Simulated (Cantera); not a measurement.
An isothermal, constant-pressure homogeneous reactor starts with C₂H₆ : N₂ = 1 : 0.96 (molar parts), at 1050 K and 22000 Pa.

Cantera simulation using GRI-Mech 3.0 (53 species, 325 reactions); the numbers are that mechanism's predictions, not measurements. GRI-Mech 3.0 stops at C3 and has no aromatics, soot or wall deposition, so with more carbon than oxygen in the feed, carbon stays in small species such as C2H2 where larger ones or solid carbon would form.

Task: Predict: x(C₂H₆) at 70.0 s; x(CH₃) at 70.0 s; x(H₂) at 70.0 s; x(CH₄) at 70.0 s.

Result: 
```json
{
 "x(C₂H₆) at 70.0 s": "0.0164 (gas-phase equilibrium 0.00107)",
 "x(CH₃) at 70.0 s": "1.07e-6 (gas-phase equilibrium 6.20e-7)",
 "x(H₂) at 70.0 s": "0.251 (gas-phase equilibrium 0.0431)",
 "x(CH₄) at 70.0 s": "0.112 (gas-phase equilibrium 0.415)"
}
```
